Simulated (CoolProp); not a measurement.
n-butane along the isotherm 301.85 °C: Z from the reference equation and from simpler models built on Tc = 152.0 °C, pc = 3796 kPa, ω = 0.201; each cubic takes its own stable root.

Values from CoolProp's reference Helmholtz-energy equation of state, Bücker 2006.

| p (kPa) | phase | reference |
|---|---|---|
| 923 | gas | 0.9724 |
| 1850 | gas | 0.9443 |
| 2770 | gas | 0.9160 |
| 3690 | gas | 0.8877 |
| 4620 | supercritical | 0.8596 |
| 5540 | supercritical | 0.8327 |
| 6460 | supercritical | 0.8073 |
| 7380 | supercritical | 0.7843 |
| 8310 | supercritical | 0.7640 |
| 9230 | supercritical | 0.7476 |
| 10200 | supercritical | 0.7346 |
| 11100 | supercritical | 0.7268 |
| 12000 | supercritical | 0.7229 |

Problem. How far does each simpler model (Redlich-Kwong, Soave-Redlich-Kwong, Peng-Robinson) lie from the reference over these 13 states: mean and median of the absolute difference, and the worst?

Solution. 
- Redlich-Kwong: mean 2.9 %, median 3.2 %, worst -4.1 % at 301.85 °C and 8310 kPa
- Soave-Redlich-Kwong: mean 3.3 %, median 2.8 %, worst +7.9 % at 301.85 °C and 12000 kPa
- Peng-Robinson: mean 1.2 %, median 1.3 %, worst -1.8 % at 301.85 °C and 4620 kPa
